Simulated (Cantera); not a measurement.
Cantera run, input and output.

```python
import numpy as np
import cantera as ct

gas = ct.Solution("h2o2.yaml")
gas.TPX = 975, 760, {'H2': 0.28, 'O2': 1}
reactor = ct.IdealGasConstPressureReactor(gas, energy="off", clone=False)
net = ct.ReactorNet([reactor])
net.rtol, net.atol = 1e-08, 1e-18
show = ['H2', 'O2', 'OH', 'O', 'H2O']
times = np.geomspace(1e-05, 30, 10)

steps = ct.SolutionArray(gas, extra=["t"])
rows = []
print(f"{'t/s':>10s}{'T/K':>9s}{'P/Pa':>11s}" + "".join(f"{s:>11s}" for s in show))
for t in times:
    while net.time < t:
        t_next = net.step()
        steps.append(gas.state, t=t_next)
    rows.append([np.interp(t, steps.t, y) for y in (steps.T, steps.P, *steps(*show).X.T)])
    print(f"{t:10.3e}{rows[-1][0]:9.1f}{rows[-1][1]:11.4g}" + "".join(f"{x:11.3e}" for x in rows[-1][2:]))
rate = np.gradient(steps.T, steps.t)
print("integrator steps:", len(steps.t))
if steps.T.max() > steps.T[0] + 200:
    print(f"time of steepest temperature rise: {steps.t[rate.argmax()]:.4e} s")
gas.TPX = 975, 760, {'H2': 0.28, 'O2': 1}
gas.equilibrate("TP")
print(f"equilibrium (TP): T = {gas.T:.1f} K  " + "  ".join(f"{s} {gas[s].X[0]:.3e}" for s in show))
```

It prints:

```
       t/s      T/K       P/Pa         H2         O2         OH          O        H2O
 1.000e-05    975.0        760  2.187e-01  7.812e-01  6.361e-14  6.733e-14  5.425e-15
 5.244e-05    975.0        760  2.187e-01  7.812e-01  1.310e-12  1.699e-12  6.135e-13
 2.750e-04    975.0        760  2.187e-01  7.812e-01  1.776e-11  3.797e-11  4.713e-11
 1.442e-03    975.0        760  2.187e-01  7.812e-01  9.532e-10  2.554e-09  7.704e-09
 7.563e-03    975.0        760  1.255e-01  7.381e-01  4.737e-03  1.643e-02  6.721e-02
 3.966e-02    975.0        760  2.224e-03  7.457e-01  1.869e-03  7.277e-03  2.374e-01
 2.080e-01    975.0        760  4.326e-05  7.542e-01  2.158e-04  1.308e-04  2.454e-01
 1.091e+00    975.0        760  1.541e-06  7.544e-01  4.715e-05  6.094e-06  2.456e-01
 5.721e+00    975.0        760  1.312e-07  7.544e-01  1.531e-05  6.441e-07  2.456e-01
 3.000e+01    975.0        760  1.780e-08  7.544e-01  5.866e-06  9.507e-08  2.456e-01
integrator steps: 2189
equilibrium (TP): T = 975.0 K  H2 1.329e-10  O2 7.544e-01  OH 5.106e-07  O 7.234e-10  H2O 2.456e-01
```

Detailed kinetics in Cantera: the H2/O2 subset of GRI-Mech 3.0, which has no nitrogen chemistry. Radical loss at walls, strong at low pressure, is not modelled. The temperature is held fixed by assumption; the heat of reaction is taken as removed at once.
